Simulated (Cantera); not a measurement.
Standard-state values (1 bar) from the NASA 1993 polynomials, evaluated with Cantera. Values are per mole of reaction as written; species without (g) are pure solids or liquids, kept so even where they would boil at 1 bar.

CuF₂(g) = Cu + 2 F(g)

```
T (K)  ΔH° (kJ)  ΔS° (J/K)  ΔG° (kJ)  log10 K
-----  --------  ---------  --------  -------
673       432.3       98.3     366.2   -28.42
723         [?]        [?]       [?]      [?]
773         [?]        [?]       [?]      [?]
823       434.5      101.2     351.2   -22.29
873       435.2      102.0     346.1   -20.71
923       435.9      102.8     341.0   -19.30
973       436.6      103.6     335.8   -18.03
1023      437.4      104.3     330.6   -16.88
1073      438.1      105.0     325.4   -15.84
```

Q: What belongs in the gaps?

A: 
- 723, ΔH° (kJ): 433.0
- 723, ΔS° (J/K): 99.3
- 723, ΔG° (kJ): 361.2
- 723, log10 K: -26.10
- 773, ΔH° (kJ): 433.8
- 773, ΔS° (J/K): 100.3
- 773, ΔG° (kJ): 356.2
- 773, log10 K: -24.07
